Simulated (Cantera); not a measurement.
Cantera run:

```python
import numpy as np
import cantera as ct

gas_names = [...]  # 123 gases of nasa_gas.yaml made of C, H, O, Si
cond_names = """
    C(gr) C6H6(L) C7H8(L) C8H18(L),n-octa H2O(s) H2O(L) Si(cr) Si(L) SiC(b) SiO2(Lqz) SiO2(hqz) SiO2(L)
""".split()


# ... load() reads the species with a 1 bar reference pressure and builds the phases ...
atoms = {
    'SiC': {'Si': 1, 'C': 1},
    'O2': {'O': 2},
    'H2': {'H': 2},
}
top_T = {'C(gr)': 4500, 'SiC(b)': 3050}  # K; cautious upper limits of use, not melting points


# ... equilibrate(T, P, feed) seeds the gas with the atoms and calls Mixture.equilibrate('TP', solver="vcs", rtol=1e-11, max_steps=5000) ...
results = []
T = 1998.15  # K
P = 1000  # Pa
for m in [2.5, 3.8, 5.5, 8.2, 12, 18, 26, 39, 57, 84, 120, 180, 270]:
    feed = {'SiC': 1, 'O2': 0.41, 'H2': m}  # mol
    mix = equilibrate(T, P, feed)
    results.append((T, P, feed, dict(zip(mix.species_names, mix.species_moles))))

top = {s: max(r[3][s] / sum(r[3][g] for g in gas_names) for r in results) for s in gas_names}
cols = sorted((s for s in top if top[s] > 0.001), key=lambda s: -top[s])[:5]
seen = [c for c in cond_names if any(r[3].get(c, 0) > 1e-12 for r in results)]
print("log10 of partial pressures in bar; condensed amounts in mol")
print(f"{'n(H2)':>10s}" + "".join(f"{s[:9]:>10s}" for s in cols + seen))
for T, P, feed, n in results:
    ng = sum(n[g] for g in gas_names)
    print(f"{feed['H2']:10.4g}" + "".join(f"{np.log10(max(n[s] / ng * P / 1e5, 1e-99)):10.3f}" for s in cols)
          + "".join(f"{n.get(c, 0):10.4g}" for c in seen))
```

Output:

```
log10 of partial pressures in bar; condensed amounts in mol
     n(H2)        H2        CO       SiO         H        Si    SiC(b)
       2.5    -2.131    -2.908    -2.917    -3.860    -4.623    0.5853
       3.8    -2.093    -3.050    -3.063    -3.841    -4.625    0.5835
       5.5    -2.069    -3.183    -3.201    -3.829    -4.627    0.5811
       8.2    -2.050    -3.334    -3.360    -3.819    -4.631    0.5773
        12    -2.037    -3.482    -3.518    -3.813    -4.636    0.5722
        18    -2.027    -3.641    -3.693    -3.808    -4.644    0.5643
        26    -2.022    -3.786    -3.857    -3.805    -4.654    0.5541
        39    -2.017    -3.943    -4.046    -3.803    -4.669    0.5386
        57    -2.014    -4.088    -4.231    -3.801    -4.690    0.5187
        84    -2.012    -4.232    -4.430    -3.800    -4.717    0.4916
       120    -2.011    -4.362    -4.625    -3.800    -4.750    0.4599
       180    -2.010    -4.505    -4.865    -3.799    -4.798    0.4149
       270    -2.009    -4.647    -5.129    -3.799    -4.859    0.3603
```

Cantera equilibrium calculation (NASA polynomials, part measured and part estimated; ideal gas, pure solids and liquids). Gases not in the tables: Si2H6 and higher silanes.
